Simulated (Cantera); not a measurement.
An isothermal, constant-pressure homogeneous reactor starts with N2O : H2 : N2 = 1 : 0.0032 : 2.9 (molar parts), at 1425 K and 0.0132 atm.

Computed with Cantera and GRI-Mech 3.0 (53 species, 325 reactions). GRI-Mech 3.0 was tuned for natural gas; its chemistry of N2O as a main component is partial and can be far from experiment. Radical loss at walls, strong at low pressure, is not modelled. The temperature is held fixed by assumption; the heat of reaction is taken as removed at once.

x: mole fraction; the columns are a selection and need not sum to one.

```json
[
 {"t (s)": "0.000100", "x N2O": "0.256", "x H2": "0.000820", "x NO": "8.58e-8", "x H2O2": "<1e-12", "x N2": "0.743"},
 {"t (s)": "0.000270", "x N2O": "0.256", "x H2": "0.000820", "x NO": "5.85e-7", "x H2O2": "<1e-12", "x N2": "0.743"},
 {"t (s)": "0.000728", "x N2O": "0.256", "x H2": "0.000819", "x NO": "3.60e-6", "x H2O2": "<1e-12", "x N2": "0.743"},
 {"t (s)": "0.00196", "x N2O": "0.256", "x H2": "0.000813", "x NO": "1.78e-5", "x H2O2": "3.43e-11", "x N2": "0.743"},
 {"t (s)": "0.00529", "x N2O": "0.256", "x H2": "0.000780", "x NO": "6.55e-5", "x H2O2": "[?]", "x N2": "0.743"},
 {"t (s)": "0.0143", "x N2O": "0.255", "x H2": "0.000631", "x NO": "0.000196", "x H2O2": "[?]", "x N2": "0.744"},
 {"t (s)": "0.0385", "x N2O": "0.252", "x H2": "0.000307", "x NO": "0.000541", "x H2O2": "[?]", "x N2": "0.745"},
 {"t (s)": "0.104", "x N2O": "0.247", "x H2": "6.75e-5", "x NO": "0.00147", "x H2O2": "[?]", "x N2": "0.748"},
 {"t (s)": "0.280", "x N2O": "0.233", "x H2": "3.87e-6", "x NO": "0.00394", "x H2O2": "2.94e-10", "x N2": "0.754"},
 {"t (s)": "0.756", "x N2O": "0.199", "x H2": "6.09e-8", "x NO": "0.00990", "x H2O2": "7.54e-11", "x N2": "0.770"},
 {"t (s)": "2.04", "x N2O": "0.132", "x H2": "6.46e-8", "x NO": "0.0217", "x H2O2": "3.54e-11", "x N2": "0.802"},
 {"t (s)": "5.50", "x N2O": "0.0457", "x H2": "8.74e-8", "x NO": "0.0367", "x H2O2": "2.64e-11", "x N2": "0.842"},
 {"t (s)": "14.8", "x N2O": "0.00317", "x H2": "8.94e-8", "x NO": "0.0438", "x H2O2": "2.01e-11", "x N2": "0.862"},
 {"t (s)": "40.0", "x N2O": "2.28e-5", "x H2": "1.56e-8", "x NO": "0.0442", "x H2O2": "3.73e-12", "x N2": "0.864"}
]
```

Task: Fill in the missing entries.

Result: 
- 0.00529, x H2O2: 1.42e-9
- 0.0143, x H2O2: 1.29e-8
- 0.0385, x H2O2: 1.04e-8
- 0.104, x H2O2: 2.35e-9
